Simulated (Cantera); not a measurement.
An isothermal, constant-pressure homogeneous reactor starts with NH₃ : N₂ = 1 : 0.35 (molar parts), at 1598 K and 255 Torr.

Detailed kinetics in Cantera: the gas-phase N/H chemistry of the illustrative SiF4/NH3 mechanism in the Surface Chemkin manual (1991). Walls and surfaces, which speed up NH3 decomposition in real reactors, are not modelled.

x: mole fraction; the columns are a selection and need not sum to one.

```json
[
 {"t (s)": "2.00e-5", "x NH₃": "0.741", "x N₂H₂": "1.39e-12", "x N": "<1e-12", "x N₂H₄": "<1e-12", "x N₂": "0.259", "x NH": "1.69e-12", "x H": "4.86e-9"},
 {"t (s)": "0.000158", "x NH₃": "0.741", "x N₂H₂": "3.97e-10", "x N": "<1e-12", "x N₂H₄": "1.03e-10", "x N₂": "0.259", "x NH": "2.53e-10", "x H": "4.87e-9"},
 {"t (s)": "0.00124", "x NH₃": "0.741", "x N₂H₂": "4.02e-8", "x N": "5.23e-12", "x N₂H₄": "6.84e-9", "x N₂": "0.259", "x NH": "2.22e-8", "x H": "5.86e-9"},
 {"t (s)": "0.00982", "x NH₃": "0.740", "x N₂H₂": "6.80e-7", "x N": "1.12e-10", "x N₂H₄": "1.03e-7", "x N₂": "0.259", "x NH": "2.26e-7", "x H": "3.73e-8"},
 {"t (s)": "0.0775", "x NH₃": "0.736", "x N₂H₂": "6.96e-7", "x N": "7.58e-10", "x N₂H₄": "1.04e-7", "x N₂": "0.260", "x NH": "2.49e-7", "x H": "2.50e-7"},
 {"t (s)": "0.611", "x NH₃": "0.704", "x N₂H₂": "6.43e-7", "x N": "…", "x N₂H₄": "9.26e-8", "x N₂": "0.264", "x NH": "3.13e-7", "x H": "1.84e-6"},
 {"t (s)": "4.82", "x NH₃": "0.518", "x N₂H₂": "3.69e-7", "x N": "…", "x N₂H₄": "5.69e-8", "x N₂": "0.290", "x NH": "3.31e-7", "x H": "1.19e-5"},
 {"t (s)": "38.0", "x NH₃": "0.134", "x N₂H₂": "3.97e-8", "x N": "…", "x N₂H₄": "7.10e-9", "x N₂": "0.343", "x NH": "1.69e-7", "x H": "4.43e-5"},
 {"t (s)": "300", "x NH₃": "0.0114", "x N₂H₂": "4.98e-10", "x N": "…", "x N₂H₄": "8.80e-11", "x N₂": "0.360", "x NH": "2.48e-8", "x H": "6.96e-5"}
]
```

**Question.** What belongs in the gaps?

**Answer.** 
- 0.611, x N: 4.34e-9
- 4.82, x N: 9.04e-9
- 38.0, x N: 7.07e-9
- 300, x N: 1.38e-9
